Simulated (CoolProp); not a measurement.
Computed with CoolProp (reference Helmholtz-energy equation of state, Thol 2021).

Task: For chlorine, give the phase and the Z, cp (kJ/(kg K)), cv (kJ/(kg K)), speed of sound (m/s) at 11.55 °C and 0.294 MPa; 11.55 °C and 4.31 MPa; 11.55 °C and 13.6 MPa.

Result: 
- 11.55 °C and 0.294 MPa: gas; Z 0.956, cp 0.518, cv 0.374, speed of sound 205
- 11.55 °C and 4.31 MPa: liquid; Z 0.0894, cp 0.963, cv 0.488, speed of sound 895
- 11.55 °C and 13.6 MPa: liquid; Z 0.278, cp 0.942, cv 0.489, speed of sound 942
